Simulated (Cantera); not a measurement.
A perfectly stirred reactor is fed with 2.44 % CH4, 97.6 % N2, at 100000 Pa; it is held at 1650 K, and followed from long to short residence time.

Computed with Cantera and GRI-Mech 3.0 (53 species, 325 reactions). GRI-Mech 3.0 stops at C3 and has no aromatics, soot or wall deposition, so with more carbon than oxygen in the feed, carbon stays in small species such as C2H2 where larger ones or solid carbon would form.

x: mole fraction; the columns are a selection and need not sum to one.

```tsv
τ (s)	x CH4	x H2	x C2H6	x C2H	x C2H4
1.5	0.00343	0.0306	…	2.13e-8	3.58e-5
0.35	0.00666	0.0258	…	1.80e-8	6.87e-5
0.083	0.0116	0.0184	…	1.32e-8	0.000190
0.020	0.0171	0.00991	…	7.49e-9	0.000466
0.0046	0.0217	0.00300	…	1.99e-9	0.000542
0.0011	0.0240	0.000320	…	9.87e-11	8.73e-5
0.00026	0.0243	3.14e-5	…	1.08e-12	2.45e-6
```

Q: Fill in the missing entries.

A: 
- 1.5, x C2H6: 1.44e-6
- 0.35, x C2H6: 5.52e-6
- 0.083, x C2H6: 1.83e-5
- 0.020, x C2H6: 4.68e-5
- 0.0046, x C2H6: 7.46e-5
- 0.0011, x C2H6: 2.93e-5
- 0.00026, x C2H6: 2.28e-6
